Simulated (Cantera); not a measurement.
Silicon epitaxy and polysilicon growth: Si3H8 + HCl + H2

A closed system holds: 1 mol Si3H8, 0.023 mol HCl, 33 mol H2, equilibrated at 1523.15 K and 1 atm.

These are equilibrium values from Cantera (NASA tables, ideal gas, pure condensed phases), not measurements of a reactor. Candidate condensed phases: Si; 19 gas species. The feed counts by its element totals alone. The numbers say what is thermodynamically allowed, not how fast it happens.

The x(H2) comes out as 0.999 and the x(HCl) is 0.000618. The x(H) is 2.30e-5, the x(SiH2) comes out as 2.01e-6 and the x(SiCl2) is 1.25e-6. The x(SiH4) is 1.07e-6 and the n(Si(s)) is 3.00 mol. The gas amount comes out as 37.02 mol.
